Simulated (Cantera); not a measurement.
An adiabatic, constant-pressure homogeneous reactor starts with H2 : O2 : N2 = 1 : 0.263 : 0.989 (molar parts), equivalence ratio 1.9, at 1325 K and 1.60 bar.

Model: GRI-Mech 3.0 (53 species, 325 reactions), integrated in Cantera.

Task: Predict: time of steepest temperature rise; temperature at 0.200 s; equilibrium temperature; x(H2) at 0.200 s; x(O2) at 0.200 s; x(H2O) at 0.200 s; x(O) at 0.200 s; x(N2O) at 0.200 s; x(HO2) at 0.200 s; x(OH) at 0.200 s.

Result: 
* **time of steepest temperature rise**: 17.3 µs
* **temperature at 0.200 s**: 2756 K
* **equilibrium temperature**: 2756 K
* **x(H2) at 0.200 s**: 0.227 (gas-phase equilibrium 0.227)
* **x(O2) at 0.200 s**: 0.000258 (gas-phase equilibrium 0.000258)
* **x(H2O) at 0.200 s**: 0.250 (gas-phase equilibrium 0.250)
* **x(O) at 0.200 s**: 0.000581 (gas-phase equilibrium 0.000581)
* **x(N2O) at 0.200 s**: 5.32e-8 (gas-phase equilibrium 5.32e-8)
* **x(HO2) at 0.200 s**: 3.04e-7 (gas-phase equilibrium 3.04e-7)
* **x(OH) at 0.200 s**: 0.00787 (gas-phase equilibrium 0.00787)
